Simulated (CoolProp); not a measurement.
The fluid at 237.09 K and 1.91 MPa (liquid) is heated at constant pressure to 430.6 K. The same conditions are run with several fluids, on thermodynamics alone (safety and materials aside).

Model: reference Helmholtz-energy equation of state of each fluid (R152A: Outcalt 1996; R13: Platzer 1990; n-perfluorobutane: Gao 2022; fluoroethane (R161): Wu 2012), in CoolProp. The equations of Platzer and Polt are older, rougher fits.

**Question.** Rank R152A, R13, n-perfluorobutane, fluoroethane (R161) by heat (kJ/kg), highest first.

**Answer.** fluoroethane (R161) (665), R152A (534), n-perfluorobutane (268), R13 (257)

```
fluid                final density (kg/m³)
-------------------  ---------------------
R152A                                 39.7
R13                                   58.4
n-perfluorobutane                      160
fluoroethane (R161)                   28.1
```
